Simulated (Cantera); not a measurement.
What does this Cantera script print?

```python
import numpy as np
import cantera as ct

gas_names = """
    N2O N2
""".split()
cond_names = """
    VN(s) V2O4(I) V2O4(II) V2O4(L) V2O5(s) V2O5(L)
""".split()


# ... load() reads the species with a 1 bar reference pressure and builds the phases ...
species = {s.name: s for s in load("nasa_gas.yaml", gas_names) + load("nasa_condensed.yaml", cond_names)}
# Each term lists the table entries of one substance; the one whose range holds T is used.
reactions = {
    '2 VN + 4 N2O(g) = 5 N2(g) + V2O4':
        [(-2, ['VN(s)']), (-4, ['N2O']), (5, ['N2']), (1, ['V2O4(I)', 'V2O4(II)', 'V2O4(L)'])],
    '5 V2O4 + N2(g) = 2 VN + 4 V2O5':
        [(-5, ['V2O4(I)', 'V2O4(II)', 'V2O4(L)']), (-1, ['N2']), (2, ['VN(s)']), (4, ['V2O5(s)', 'V2O5(L)'])],
}


def pick(names, T):
    return next(species[n] for n in names if species[n].thermo.min_temp <= T <= species[n].thermo.max_temp)


results = []
for label, terms in reactions.items():
    print(label)
    print("     T/K   dH/kJ  dS/(J/K)   dG/kJ   log10 K")
    for T in [300, 850, 950, 1050, 1150, 1250, 1350]:
        used = [(nu, pick(names, T)) for nu, names in terms]
        dH = sum(nu * s.thermo.h(T) for nu, s in used) / 1e6
        dS = sum(nu * s.thermo.s(T) for nu, s in used) / 1e3
        dG = dH - T * dS / 1e3
        logK = -dG * 1e6 / (ct.gas_constant * T * np.log(10))
        results.append((label, T, dH, dS, dG, logK, [s.name for _, s in used]))
        print(f"{T:8g} {dH:8.1f} {dS:8.1f} {dG:8.1f} {logK:8.2f}")
```

It prints:

```
2 VN + 4 N2O(g) = 5 N2(g) + V2O4
     T/K   dH/kJ  dS/(J/K)   dG/kJ   log10 K
     300  -1319.2    107.2  -1351.4   235.29
     850  -1303.5    149.4  -1430.5    87.91
     950  -1303.8    149.1  -1445.5    79.47
    1050  -1304.2    148.8  -1460.3    72.65
    1150  -1304.7    148.3  -1475.2    67.00
    1250  -1305.3    147.8  -1490.0    62.26
    1350  -1306.0    147.2  -1504.7    58.22
5 V2O4 + N2(g) = 2 VN + 4 V2O5
     T/K   dH/kJ  dS/(J/K)   dG/kJ   log10 K
     300    499.2   -112.4    532.9   -92.79
     850    451.6   -251.6    665.4   -40.89
     950    710.4     22.9    688.6   -37.86
    1050    713.8     26.4    686.1   -34.13
    1150    716.2     28.6    683.4   -31.04
    1250    717.8     29.9    680.4   -28.43
    1350    718.4     30.4    677.4   -26.21
```

Standard-state values (1 bar) from the NASA 1993 polynomials, evaluated with Cantera. VN: taken at fixed stoichiometry. Condensed species are held in their standard states even where they would react or evaporate.
